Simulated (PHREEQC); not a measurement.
PHREEQC input (Pitzer model, pitzer.dat):

```
SOLUTION 1
  temp 25
  units mol/kgw
  pH 7 charge
  Cl 1.6835
  K 0.0035
  Ca 0.48
  Mg 0.04
  Sr 0.32
END
USE solution 1
INCREMENTAL_REACTIONS false
REACTION 1
  H2O -1
  0 9.886 18.011 24.689 30.178 34.689 38.397 41.444
  43.949 46.007 47.699 moles
EQUILIBRIUM_PHASES 1
  Bischofite 0 0
  Brucite 0 0
  Carnallite 0 0
  Portlandite 0 0
  Sylvite 0 0
  MgCl2_4H2O 0 0
SELECTED_OUTPUT 1
  -reset false
  -pH true
  -pe true
  -ionic_strength true
  -water true
  -activities H2O
  -totals Ca Cl K Mg Sr
  -molalities H+ K+ Mg+2 Ca+2 Sr+2 Cl- OH- MgOH+
  -equilibrium_phases Bischofite Brucite Carnallite Portlandite Sylvite MgCl2_4H2O
PRINT
  -reset false
END
```

Selected output (columns that matter, 11 of 11 rows; water left (kg) added in front):

```
water left (kg)	pH	mu	Ca	Cl	K	Mg	Sr	m_H+	m_K+	m_Mg+2	m_Ca+2	m_Sr+2	m_Cl-	la_H2O
1	6.4806	2.5235	0.48	1.6835	0.0035	0.04	0.32	2.7831e-07	0.0035	0.04	0.48	0.32	1.6835	-0.0196
0.821894	6.3916	3.0703	0.58402	2.0483	0.0042585	0.048668	0.38934	2.9542e-07	0.0042585	0.048668	0.58402	0.38934	2.0483	-0.025062
0.675514	6.2814	3.7357	0.71057	2.4922	0.0051812	0.059214	0.47371	3.1638e-07	0.0051812	0.059214	0.71057	0.47371	2.4922	-0.032428
0.555203	6.143	4.5452	0.86455	3.0322	0.006304	0.072046	0.57637	3.4409e-07	0.006304	0.072046	0.86455	0.57637	3.0322	-0.042513
0.456313	5.9669	5.5302	1.0519	3.6894	0.0076702	0.087659	0.70127	3.8402e-07	0.0076702	0.087659	1.0519	0.70127	3.6894	-0.056509
0.375043	5.7405	6.7286	1.2799	4.4888	0.0093323	0.10665	0.85324	4.4641e-07	0.0093323	0.10665	1.2799	0.85324	4.4888	-0.07616
0.30824	5.4488	8.1868	1.5572	5.4617	0.011355	0.12977	1.0382	5.502e-07	0.011355	0.12977	1.5572	1.0382	5.4617	-0.10403
0.253345	5.0763	9.9607	1.8947	6.6451	0.013815	0.15789	1.2631	7.3067e-07	0.013815	0.15789	1.8947	1.2631	6.6451	-0.14383
0.208215	4.608	12.12	2.3053	8.0854	0.01681	0.19211	1.5369	1.0568e-06	0.01681	0.19211	2.3053	1.5369	8.0854	-0.20107
0.171138	4.0298	14.745	2.8048	9.8371	0.020451	0.23373	1.8698	1.6743e-06	0.020451	0.23373	2.8048	1.8698	9.8371	-0.28369
0.140655	3.3246	17.941	3.4126	11.969	0.024884	0.28438	2.2751	2.9238e-06	0.024884	0.28438	3.4126	2.2751	11.969	-0.40344
```
